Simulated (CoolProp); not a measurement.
Vapour-liquid equilibrium of toluene (1) + o-xylene (2) at 548.2 K; x and y are mole fractions of (1).

Model: multi-fluid Helmholtz-energy mixture model, Lemmon 2006 and Zhou 2012; pair parameters Bell 2016, in CoolProp.

| x | bubble pressure (MPa) | y at the bubble point | dew pressure at overall composition x (MPa) | liquid density (mol/L) |
|---|---|---|---|---|
| 0.05 | 1.338 | 0.072 | 1.324 | 5.791 |
| 0.2 | 1.483 | 0.271 | 1.428 | 5.835 |
| 0.35 | 1.636 | 0.444 | 1.549 | 5.872 |
| 0.5 | 1.796 | 0.595 | 1.693 | 5.904 |
| 0.65 | 1.962 | 0.729 | 1.862 | 5.929 |
| 0.8 | 2.133 | 0.850 | 2.060 | 5.947 |
| 0.95 | 2.310 | 0.963 | 2.288 | 5.957 |

No azeotrope shows between x = 0.05 and 0.95.

The pair parameters rest on a limited set of measurements; away from them the model extrapolates.
